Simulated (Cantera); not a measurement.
Carbothermic reduction: TiO₂ + CH₄ + CO

Input: 1 mol TiO₂, 0.58 mol CH₄, 1.2 mol CO, held at 0.0100 bar.

Method: chemical equilibrium by Gibbs-energy minimisation in Cantera with the NASA 1993 tables (ideal gas, pure condensed phases). Candidate condensed phases: C, C₆H₆, C₇H₈, C₈H₁₈, H₂O, Ti, TiC, TiO, TiO₂, Ti₂O₃, Ti₃O₅, Ti₄O₇; 113 gas species. Mutual solubility and eutectic melting of coexisting phases are not modelled. TiC, TiO: taken at fixed stoichiometry. Condensed phases not in the tables: Magnéli phases beyond Ti₄O₇, solid solutions among these carbides, nitrides and lower oxides. Kinetics and transport are ignored.

```json
[
 {"T (°C)": "825", "x CO": "0.508", "x H₂": "0.491", "x H": "1.73e-7", "x CO₂": "0.000236", "x H₂O": "0.000229", "x CH₄": "8.82e-5", "x TiO": "<1e-12", "x Ti": "<1e-12", "n C(graphite)": "0.581", "n TiO₂(rutile)": "1.00", "n Ti₃O₅(s)": "0", "n TiC(s)": "0", "n Ti₂O₃(s)": "0", "n TiO(s)": "0"},
 {"T (°C)": "925", "x CO": "0.569", "x H₂": "0.431", "x H": "1.25e-6", "x CO₂": "6.30e-5", "x H₂O": "6.51e-5", "x CH₄": "2.97e-5", "x TiO": "<1e-12", "x Ti": "<1e-12", "n C(graphite)": "0.247", "n TiO₂(rutile)": "0", "n Ti₃O₅(s)": "0.333", "n TiC(s)": "0", "n Ti₂O₃(s)": "0", "n TiO(s)": "0"},
 {"T (°C)": "1025", "x CO": "0.601", "x H₂": "0.399", "x H": "6.77e-6", "x CO₂": "2.66e-5", "x H₂O": "3.10e-5", "x CH₄": "9.11e-6", "x TiO": "<1e-12", "x Ti": "<1e-12", "n C(graphite)": "0", "n TiO₂(rutile)": "0", "n Ti₃O₅(s)": "0", "n TiC(s)": "0.0321", "n Ti₂O₃(s)": "0.484", "n TiO(s)": "0"},
 {"T (°C)": "1125", "x CO": "0.601", "x H₂": "0.399", "x H": "2.99e-5", "x CO₂": "2.47e-5", "x H₂O": "3.54e-5", "x CH₄": "1.78e-6", "x TiO": "5.68e-12", "x Ti": "<1e-12", "n C(graphite)": "0", "n TiO₂(rutile)": "0", "n Ti₃O₅(s)": "0", "n TiC(s)": "0.0321", "n Ti₂O₃(s)": "0.484", "n TiO(s)": "0"},
 {"T (°C)": "1225", "x CO": "0.601", "x H₂": "0.399", "x H": "0.000109", "x CO₂": "2.32e-5", "x H₂O": "3.96e-5", "x CH₄": "4.35e-7", "x TiO": "2.39e-10", "x Ti": "1.60e-12", "n C(graphite)": "0", "n TiO₂(rutile)": "0", "n Ti₃O₅(s)": "0", "n TiC(s)": "0.0321", "n Ti₂O₃(s)": "0.484", "n TiO(s)": "0"},
 {"T (°C)": "1325", "x CO": "0.601", "x H₂": "0.399", "x H": "0.000336", "x CO₂": "2.19e-5", "x H₂O": "4.35e-5", "x CH₄": "1.28e-7", "x TiO": "6.23e-9", "x Ti": "8.96e-11", "n C(graphite)": "0", "n TiO₂(rutile)": "0", "n Ti₃O₅(s)": "0", "n TiC(s)": "0.0321", "n Ti₂O₃(s)": "0.484", "n TiO(s)": "0"},
 {"T (°C)": "1425", "x CO": "0.601", "x H₂": "0.398", "x H": "0.000913", "x CO₂": "2.08e-5", "x H₂O": "4.71e-5", "x CH₄": "4.34e-8", "x TiO": "1.09e-7", "x Ti": "3.10e-9", "n C(graphite)": "0", "n TiO₂(rutile)": "0", "n Ti₃O₅(s)": "0", "n TiC(s)": "0.0321", "n Ti₂O₃(s)": "0.484", "n TiO(s)": "0"},
 {"T (°C)": "1525", "x CO": "0.600", "x H₂": "0.397", "x H": "0.00222", "x CO₂": "1.99e-5", "x H₂O": "5.03e-5", "x CH₄": "1.67e-8", "x TiO": "1.38e-6", "x Ti": "7.17e-8", "n C(graphite)": "0", "n TiO₂(rutile)": "0", "n Ti₃O₅(s)": "0", "n TiC(s)": "0.0321", "n Ti₂O₃(s)": "0.484", "n TiO(s)": "0"},
 {"T (°C)": "1625", "x CO": "0.604", "x H₂": "0.391", "x H": "0.00489", "x CO₂": "2.41e-5", "x H₂O": "6.55e-5", "x CH₄": "5.61e-9", "x TiO": "1.18e-5", "x Ti": "8.49e-7", "n C(graphite)": "0", "n TiO₂(rutile)": "0", "n Ti₃O₅(s)": "0", "n TiC(s)": "0", "n Ti₂O₃(s)": "0.420", "n TiO(s)": "0.160"},
 {"T (°C)": "1725", "x CO": "0.602", "x H₂": "0.387", "x H": "0.00999", "x CO₂": "3.95e-5", "x H₂O": "0.000116", "x CH₄": "1.52e-9", "x TiO": "6.84e-5", "x Ti": "4.73e-6", "n C(graphite)": "0", "n TiO₂(rutile)": "0", "n Ti₃O₅(s)": "0", "n TiC(s)": "0", "n Ti₂O₃(s)": "0.420", "n TiO(s)": "0.161"}
]
```
x: gas mole fraction; n: condensed amount in mol.

At 825 °C the condensed part is C(graphite) + TiO₂(rutile). At 925 °C the condensed part is C(graphite) + Ti₃O₅(s). From 1025 °C to 1525 °C the condensed part is TiC(s) + Ti₂O₃(s). From 1625 °C to 1725 °C the condensed part is TiO(s) + Ti₂O₃(s).
